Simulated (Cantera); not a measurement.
A freely propagating, adiabatic, planar premixed flame of 49.5 % H2, 9.90 % O2, 40.6 % N2, equivalence ratio 2.5, unburnt at 600 K and 488 Torr; mixture-averaged transport, grid criteria slope 0.08 and curve 0.16, no radiation.

Computed with Cantera and the H2/O2 subset of GRI-Mech 3.0, which has no nitrogen chemistry. Burning velocities carry a grid error of a few per cent, more on coarse grids.

Question: Predict: laminar burning velocity; thermal thickness; peak x(O); peak x(HO2); peak x(H).

Answer: 
```
Quantity                    Result
------------------------  --------
laminar burning velocity  772 cm/s
thermal thickness         0.832 mm
peak x(O)                  0.00269
peak x(HO2)               0.000156
peak x(H)                   0.0887
```
